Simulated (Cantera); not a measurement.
A closed system holds: 1 mol SiH4, 0.41 mol Cl2, 49 mol H2, at 1300 K and 1 atm.

Method: chemical equilibrium by Gibbs-energy minimisation in Cantera with the NASA 1993 tables (ideal gas, pure condensed phases). Candidate condensed phases: Si; 19 gas species. The tables' values for SiCl3 are old estimates; treat these amounts as uncertain. Kinetics and transport are ignored.

Problem. What is the equilibrium state?

Solution. 
```
Item            Value
----------  ---------
x(H2)           0.985
x(HCl)         0.0136
x(SiCl2)     0.000497
x(SiHCl3)    0.000227
x(SiH2Cl2)   0.000106
x(SiCl3)      7.58e-5
x(SiCl4)      6.86e-5
x(SiH3Cl)     1.40e-5
x(H)          1.09e-6
n(Si(s))    0.949 mol
gas amount  51.39 mol
```
